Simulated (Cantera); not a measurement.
**Thermodynamics of carbothermic reduction, feed PbO + CH₄ + CO**

Input: 1 mol PbO, a varied amount of CH₄, 0.26 mol CO, held at 1175 K and 13.3 mbar.

Equilibrium computed with Cantera from the NASA thermochemical tables; the gas is ideal and each condensed phase is pure. Candidate condensed phases: C, C₆H₆, C₇H₈, C₈H₁₈, H₂O, Pb, PbO, PbO₂, Pb₃O₄; 113 gas species. Equilibrium is a limit: real reactors are often held back by kinetics, nucleation or transport.

| n(CH₄) (mol) | log p H₂ | log p CO | log p H₂O | log p CO₂ | log p Pb | log p CH₄ | n Pb(l) | n C(graphite) |
|---|---|---|---|---|---|---|---|---|
| 0.37 | -2.45 | -2.47 | -2.47 | -2.60 | -3.36 | -10.52 | 0.954 | 0 |
| 0.44 | -2.35 | -2.41 | -2.56 | -2.73 | -3.36 | -10.08 | 0.947 | 0 |
| 0.53 | -2.27 | -2.37 | -2.69 | -2.90 | -3.36 | -9.67 | 0.938 | 0 |
| 0.63 | -2.21 | -2.34 | -2.85 | -3.09 | -3.36 | -9.30 | 0.927 | 0 |
| 0.75 | -2.16 | -2.32 | -3.08 | -3.35 | -3.36 | -8.91 | 0.915 | 0 |
| 0.9 | -2.12 | -2.31 | -3.54 | -3.83 | -3.36 | -8.31 | 0.900 | 0 |
| 1.1 | -2.09 | -2.33 | -5.87 | -6.22 | -3.36 | -5.89 | 0.883 | 0.100 |
| 1.3 | -2.06 | -2.38 | -5.90 | -6.32 | -3.36 | -5.84 | 0.870 | 0.300 |
| 1.5 | -2.04 | -2.42 | -5.92 | -6.40 | -3.36 | -5.80 | 0.856 | 0.500 |
| 1.8 | -2.02 | -2.48 | -5.96 | -6.52 | -3.36 | -5.76 | 0.836 | 0.800 |
log p: log10 of the partial pressure in bar; n: condensed amount in mol.

From 0.37 mol CH₄ to 0.9 mol CH₄ the condensed part is Pb(l). From 1.1 mol CH₄ to 1.8 mol CH₄ the condensed part is C(graphite) + Pb(l). The main Pb-bearing gas is Pb throughout. The share of Pb in condensed phases is highest at 0.37 mol CH₄ (95.4 %) and lowest at 1.8 mol CH₄ (83.6 %).
